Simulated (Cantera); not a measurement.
# Adiabatic ignition

An adiabatic, constant-volume homogeneous reactor starts with 23.1 % H2, 18.3 % O2, 58.6 % N2, equivalence ratio 0.63, at 1250 K and 3750 Torr.

Detailed kinetics in Cantera: GRI-Mech 3.0 (53 species, 325 reactions). The hydrogen kinetics of GRI-Mech 3.0 are dated; newer H2 mechanisms differ, most at raised pressure.

```
t (s)     T (K)  P (bar)     x H2    x O2  x H2O      x H      x NO    x N2O   x H2O2
--------  -----  -------  -------  ------  -----  -------  --------  -------  -------
1.00e-5    2746     10.0   0.0166  0.0700  0.214  0.00976  0.000131  1.68e-6  1.99e-6
4.46e-5    2924     10.5  0.00945  0.0682  0.230  0.00375   0.00414  3.06e-6  3.01e-6
0.000199   2909     10.5  0.00934  0.0634  0.232  0.00356    0.0149  3.21e-6  2.84e-6
0.000888   2901     10.4  0.00929  0.0609  0.232  0.00346    0.0205  3.37e-6  2.75e-6
0.00396    2900     10.4  0.00929  0.0609  0.232  0.00346    0.0205  3.37e-6  2.75e-6
0.0177     2900     10.4  0.00929  0.0609  0.232  0.00346    0.0205  3.37e-6  2.75e-6
0.0788     2900     10.4  0.00929  0.0609  0.232  0.00346    0.0205  3.37e-6  2.75e-6
0.352      2900     10.4  0.00929  0.0609  0.232  0.00346    0.0205  3.37e-6  2.75e-6
1.57       2900     10.4  0.00929  0.0609  0.232  0.00346    0.0205  3.37e-6  2.75e-6
7.00       2900     10.4  0.00929  0.0609  0.232  0.00346    0.0205  3.37e-6  2.75e-6
```
x: mole fraction; the columns are a selection and need not sum to one.

```
Property                                                             Value
---------------------------------  ---------------------------------------
time of steepest temperature rise                                  8.60 µs
temperature at 7.00 s                                               2900 K
equilibrium temperature                                             2900 K
x(H2) at 7.00 s                    0.00929 (gas-phase equilibrium 0.00929)
x(O2) at 7.00 s                      0.0609 (gas-phase equilibrium 0.0609)
x(H2O) at 7.00 s                       0.232 (gas-phase equilibrium 0.232)
```
